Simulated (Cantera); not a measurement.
# FeS + O₂ + H₂S (roasting and sulfation)

Input: 1 mol FeS, 0.11 mol O₂, 1.9 mol H₂S, held at 1700 K and 1.10 bar.

These are equilibrium values from Cantera (NASA tables, ideal gas, pure condensed phases), not measurements of a reactor. Candidate condensed phases: Fe, FeO, Fe(OH)₂, Fe(OH)₃, FeS, FeSO₄, FeS₂, Fe₂O₃, Fe₂(SO₄)₃, Fe₃O₄, H₂O, H₂SO₄, S; 22 gas species. FeS: taken at fixed stoichiometry. The numbers say what is thermodynamically allowed, not how fast it happens.

x(H₂): 0.378
x(H₂S): 0.294
x(S₂): 0.230
x(H₂O): 0.0876
x(SH): 0.00962
x(SO): 0.000256
x(S₂O): 0.000230
x(SO₂): 0.000197
x(S): 0.000144
n(FeS(l)): 1.000 mol
gas amount: 2.486 mol
log10 activity of Fe(δ) (absent): -1.59
log10 activity of S(l) (absent): -1.69
